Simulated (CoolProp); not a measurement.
Vapour-liquid equilibrium of cyclohexane (1) + n-octane (2) at 8.89 bar; x and y are mole fractions of (1).

The numbers come from the multi-fluid Helmholtz-energy mixture model, Zhou 2014 and Beckmüller 2019; pair parameters Bell 2016 in CoolProp.

**Question.** Give the bubble temperature and the first vapour's composition at x = 0.35, 0.75, 0.85. Is there an azeotrope?

**Answer.** x = 0.35: 206.0 °C, y = 0.507; x = 0.75: 185.7 °C, y = 0.863; x = 0.85: 181.3 °C, y = 0.924. No azeotrope shows between x = 0.05 and 0.95.

The pair parameters rest on a limited set of measurements; away from them the model extrapolates.
